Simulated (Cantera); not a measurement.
A freely propagating, adiabatic, planar premixed flame of C₃H₈ : O₂ : N₂ : CO₂ = 1 : 7.46 : 28.1 : 3.4 (molar parts), unburnt at 700 K and 101000 Pa; mixture-averaged transport, grid criteria slope 0.08 and curve 0.16, no radiation.

Detailed kinetics in Cantera: GRI-Mech 3.0 (53 species, 325 reactions). GRI-Mech 3.0 was tuned for natural gas; its chemistry of propane as a main component is partial and can be far from experiment. Burning velocities carry a grid error of a few per cent, more on coarse grids.

Predict: laminar burning velocity; thermal thickness; peak x(CH₂CO); peak x(OH).


```
Property                     Value
------------------------  --------
laminar burning velocity  102 cm/s
thermal thickness         0.393 mm
peak x(CH₂CO)             0.000959
peak x(OH)                 0.00518
```
